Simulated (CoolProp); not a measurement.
Values from CoolProp's reference Helmholtz-energy equation of state, Lemmon 2006. It is a short technical equation, of lower accuracy than the large ones.

Q: For n-nonane, give the phase and the speed of sound (m/s), viscosity (µPa s), fugacity coefficient at 40.75 °C and 5.84 MPa; 99.15 °C and 5.84 MPa.

A: 
- 40.75 °C and 5.84 MPa: liquid; speed of sound 1180, viscosity 575, fugacity coefficient 0.000378
- 99.15 °C and 5.84 MPa: liquid; speed of sound 981, viscosity 332, fugacity coefficient 0.00495

Viscosity comes from a separate model (Huber 2004).
